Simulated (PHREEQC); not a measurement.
Consider water at 25 °C with 0.027 mol HCl, 0.012 mol NiSO4 and 0.00019 mol MnSO4 per kg of water. Closed to the air; pH follows from the charge balance.

The numbers come from PHREEQC with the ion-association model, wateq4f.dat.

Each row changes one thing in this solution. No solid was allowed to form.

| case | pH | ionic strength (mol/kgw) | SO4-2 (mol/kgw) | HSO4- (mol/kgw) |
|---|---|---|---|---|
| as made | 1.73 | 0.0572 | 0.00517 | 0.00510 |
| MnSO4 replaced by Ag2SO4 at the same molality | 1.73 | 0.0568 | 0.00517 | 0.00511 |
| NiSO4 from 0.012 to 0.06 mol/kgw | 1.94 | 0.158 | 0.0269 | 0.0128 |
| NiSO4 from 0.012 to 0.0012 mol/kgw | 1.64 | 0.0307 | 0.000568 | 0.000783 |
| NiSO4 left out | 1.63 | 0.0275 | 7.72e-5 | 0.000112 |
| HCl from 0.027 to 0.0054 mol/kgw | 2.47 | 0.0384 | 0.00754 | 0.00148 |

Some of these states are supersaturated (in Cerargyrite, for instance).
